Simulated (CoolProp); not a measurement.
R114 along the isotherm 463.9 K: Z from the reference equation and from simpler models built on Tc = 420.6 K, pc = 33.52 bar, ω = 0.252; each cubic takes its own stable root.

Values from CoolProp's reference Helmholtz-energy equation of state, Platzer 1990. This equation is an older, rougher fit; its heat capacities, sound speeds and derivatives of the liquid may be far off and weren't checked against measurements.

| p (bar) | phase | reference |
|---|---|---|
| 5.59 | gas | 0.9584 |
| 11.2 | gas | 0.9143 |
| 16.8 | gas | 0.8675 |
| 22.3 | gas | 0.8184 |
| 27.9 | gas | 0.7650 |
| 33.5 | gas | 0.7075 |
| 39.1 | supercritical | 0.6458 |
| 44.7 | supercritical | 0.5806 |
| 50.3 | supercritical | 0.5163 |
| 55.9 | supercritical | 0.4646 |
| 61.5 | supercritical | 0.4358 |
| 67 | supercritical | 0.4264 |
| 72.6 | supercritical | 0.4281 |
| 78.2 | supercritical | 0.4361 |
| 83.8 | supercritical | 0.4477 |

Question: How far does each simpler model (van der Waals, Redlich-Kwong, Soave-Redlich-Kwong, Peng-Robinson) lie from the reference over these 15 states: mean and median of the absolute difference, and the worst?

Answer: 
- van der Waals: mean 6.0 %, median 4.4 %, worst +16.9 % at 463.9 K and 83.8 bar
- Redlich-Kwong: mean 2.2 %, median 2.0 %, worst -4.8 % at 463.9 K and 50.3 bar
- Soave-Redlich-Kwong: mean 5.6 %, median 4.3 %, worst +11.9 % at 463.9 K and 67 bar
- Peng-Robinson: mean 2.1 %, median 1.9 %, worst +4.0 % at 463.9 K and 61.5 bar
